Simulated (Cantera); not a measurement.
An isothermal, constant-pressure homogeneous reactor starts with 0.984 % CH4, 98.4 % H2, 0.659 % CO2, at 1900 K and 2200 Pa.

Cantera simulation using GRI-Mech 3.0 (53 species, 325 reactions); the numbers are that mechanism's predictions, not measurements. Radical loss at walls, strong at low pressure, is not modelled.

**Question.** Predict: x(CH4) at 40.0 s; x(H2) at 40.0 s; x(CO2) at 40.0 s; x(H) at 40.0 s; x(CO) at 40.0 s.

**Answer.** 
```json
{
 "x(CH4) at 40.0 s": "9.54e-5 (gas-phase equilibrium 2.42e-5)",
 "x(H2) at 40.0 s": "0.980 (gas-phase equilibrium 0.980)",
 "x(CO2) at 40.0 s": "1.29e-6 (gas-phase equilibrium 7.51e-11)",
 "x(H) at 40.0 s": "0.00532 (gas-phase equilibrium 0.00534)",
 "x(CO) at 40.0 s": "0.0125 (gas-phase equilibrium 0.0129)"
}
```
